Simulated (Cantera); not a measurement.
Input (Python, Cantera) and output of one run.

```python
import numpy as np
import cantera as ct

gas_names = """
    Fe FeO Fe(OH)2 H HNO HNO2 HNO3 HO2 H2 H2O H2O2 N NH NH2 NH3 NH2OH NO NO2 NO3 N2 N2H2 N2H4 N2O O OH
    O2 O3
""".split()
cond_names = """
    Fe(a) Fe(c) Fe(d) Fe(L) FeO(s) FeO(L) Fe(OH)2(s) Fe(OH)3(s) Fe2O3(s) Fe3O4(s) H2O(s) H2O(L)
""".split()


# ... load() reads the species with a 1 bar reference pressure and builds the phases ...
atoms = {
    'Fe3O4': {'Fe': 3, 'O': 4},
    'H2': {'H': 2},
    'N2': {'N': 2},
}
top_T = {'Fe2O3(s)': 1830, 'Fe3O4(s)': 1870}  # K; cautious upper limits of use, not melting points


# ... equilibrate(T, P, feed) seeds the gas with the atoms and calls Mixture.equilibrate('TP', solver="vcs", rtol=1e-11, max_steps=5000) ...
results = []
feed = {'Fe3O4': 1, 'H2': 990, 'N2': 54}  # mol
T = 800  # K
P = 13332.2  # Pa
mix = equilibrate(T, P, feed)
results.append((T, P, feed, dict(zip(mix.species_names, mix.species_moles))))
print(gas.report(threshold=1e-06))
for i in range(1, mix.n_phases):
    print(f"{mix.phase(i).name:16s} {mix.phase_moles(i):12.5e} mol")
```

Output:

```
       temperature   800 K
          pressure   13332 Pa
           density   0.0068596 kg/m^3
  mean mol. weight   3.4223 kg/kmol
   phase of matter   gas

                          1 kg             1 kmol
                     ---------------   ---------------
          enthalpy        4.0319e+06        1.3798e+07  J
   internal energy        2.0883e+06        7.1469e+06  J
           entropy             53077        1.8165e+05  J/K
    Gibbs function        -3.843e+07       -1.3152e+08  J
 heat capacity c_p            8691.9             29746  J/K
 heat capacity c_v            6262.4             21432  J/K

                      mass frac. Y      mole frac. X     chem. pot. / RT
                     ---------------   ---------------   ---------------
                H2           0.55632            0.9444           -19.053
               H2O           0.02017         0.0038317           -68.148
               NH3         0.0004139        8.3171e-05           -43.228
                N2           0.42309          0.051687           -29.298
     [  +23 minor]        2.4809e-12        7.7176e-12

Fe(a)             3.00000e+00 mol
FeO(s)            0.00000e+00 mol
Fe(OH)2(s)        0.00000e+00 mol
Fe(OH)3(s)        0.00000e+00 mol
Fe2O3(s)          0.00000e+00 mol
Fe3O4(s)          0.00000e+00 mol
```

These are equilibrium values from Cantera (NASA tables, ideal gas, pure condensed phases), not measurements of a reactor.
